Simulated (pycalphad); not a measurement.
Computed with pycalphad from the COST 507 light-alloy database (1999), at 1 atm. No gas phase is included, though pure Mg would boil below 1650 K. These are 1990s assessments: newer ones move some temperatures and phases. Diffusion is slow at the low end, where real alloys seldom reach equilibrium.

How does the equilibrium phase assembly of Mg-3.85Si-1.68Al (at.%) change on cooling from 1650 K to 350 K?


```tsv
T (K)	phases above	phases below
1021.1	liquid	liquid + MG2SI
902.0	liquid + MG2SI	hcp + liquid + MG2SI
875.5	hcp + liquid + MG2SI	hcp + MG2SI
434.2	hcp + MG2SI	ALMG_GAMMA + hcp + MG2SI
```
Changes were sought between steps of 25 K, so a narrower field can be missed.

Database names, with the compositions (at.%) that they take in these runs: MG2SI: Mg 67 Si 33; ALMG_GAMMA: Mg 59 Al 41.
